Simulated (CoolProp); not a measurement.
Values from CoolProp's reference Helmholtz-energy equation of state, Bücker 2006.

Task: Give the vapour pressure (MPa), enthalpy of vaporisation (kJ/kg), liquid cp (kJ/(kg K)), liquid viscosity (µPa s) of saturated isobutane at 247.4 K.

Result: 
```json
[
 {"T (K)": "247.4", "p (MPa)": "0.0565", "enthalpy of vaporisation (kJ/kg)": "377", "liquid cp (kJ/(kg K))": "2.16", "liquid viscosity (µPa s)": "271"}
]
```

Viscosity comes from a separate model (Vogel 2000).
